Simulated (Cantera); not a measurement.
## Equilibrium for tantalum, niobium, vanadium and zirconium in process gases: Ta(OEt)₅ + H₂O

A closed system holds: 1 mol Ta(OEt)₅, 0.011 mol H₂O, held at 1623 K and 320000 Pa.

Equilibrium computed with Cantera from the NASA thermochemical tables; the gas is ideal and each condensed phase is pure. Candidate condensed phases: C, C₆H₆, C₇H₈, C₈H₁₈, H₂O, Ta, TaC, Ta₂O₅; 113 gas species. The feed counts by its element totals alone. TaC: taken at fixed stoichiometry. Condensed phases not in the tables: Ta₂C. Kinetics and transport are ignored.

```
Property                                 Value
-----------------------------------  ---------
x(H₂)                                    0.711
x(CO)                                    0.286
x(CH₄)                                 0.00240
x(H₂O)                                0.000493
x(CO₂)                                 6.40e-5
x(H)                                   3.26e-5
x(C₂H₂ (acetylene))                    2.48e-5
x(C₂H₄)                                5.14e-6
x(CH₃)                                 2.24e-6
n(C(graphite))                        3.96 mol
n(TaC(s))                             1.00 mol
gas amount                           17.47 mol
log10 activity of Ta(s) (absent)         -4.52
log10 activity of Ta₂O₅(s) (absent)      -6.67
```
